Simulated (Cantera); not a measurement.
Stirred combustor or abatement burner

A perfectly stirred reactor is fed with CH₃OH : O₂ : N₂ = 1 : 0.938 : 3.52 (molar parts), equivalence ratio 1.6, at 0.582 atm; it is adiabatic with a 700 K inlet, and is followed from long to short residence time, starting on the burning branch (τ in s: 0.34, 0.13, 0.051, 0.02, 0.0075, 0.0029, 0.0011, 0.00043, 0.00016, 6.3e-05, 2.4e-05, 9.3e-06).

Computed with Cantera and GRI-Mech 3.0 (53 species, 325 reactions). GRI-Mech 3.0 was tuned for natural gas; its chemistry of methanol as a main component is partial and can be far from experiment.

| τ (s) | T (K) | x CH₃OH | x O₂ | x NO₂ | x HO₂ | x O | x NO | x C₂H₄ |
|---|---|---|---|---|---|---|---|---|
| 0.34 | 2169 | 5.54e-7 | 5.95e-5 | 1.11e-9 | 2.11e-8 | 3.50e-5 | 0.000118 | 2.56e-11 |
| 0.13 | 2159 | 1.08e-6 | 0.000112 | 1.29e-9 | 4.16e-8 | 6.51e-5 | 0.000132 | 6.08e-11 |
| 0.051 | 2143 | 2.02e-6 | 0.000212 | 1.45e-9 | 8.19e-8 | 0.000125 | 0.000143 | 1.51e-10 |
| 0.020 | 2122 | 3.81e-6 | 0.000395 | 1.55e-9 | 1.53e-7 | 0.000234 | 0.000146 | 4.34e-10 |
| 0.0075 | 2094 | 7.76e-6 | 0.000715 | 1.55e-9 | 2.75e-7 | 0.000410 | 0.000139 | 1.55e-9 |
| 0.0029 | 2065 | 1.65e-5 | 0.00119 | 1.45e-9 | 4.68e-7 | 0.000622 | 0.000123 | 6.29e-9 |
| 0.0011 | 2037 | 3.85e-5 | 0.00198 | 1.30e-9 | 8.58e-7 | 0.000824 | 0.000102 | 3.15e-8 |
| 0.00043 | 2009 | 9.60e-5 | 0.00349 | 1.15e-9 | 2.02e-6 | 0.000956 | 7.89e-5 | 1.80e-7 |
| 0.00016 | 1963 | 0.000294 | 0.00782 | 1.13e-9 | 9.09e-6 | 0.000991 | 4.56e-5 | 1.43e-6 |
| 6.3e-5 | 700 | 0.183 | 0.172 | <1e-12 | <1e-12 | <1e-12 | <1e-12 | <1e-12 |
| 2.4e-5 | 700 | 0.183 | 0.172 | <1e-12 | <1e-12 | <1e-12 | <1e-12 | <1e-12 |
| 9.3e-6 | 700 | 0.183 | 0.172 | <1e-12 | <1e-12 | <1e-12 | <1e-12 | <1e-12 |
x: mole fraction; the columns are a selection and need not sum to one.
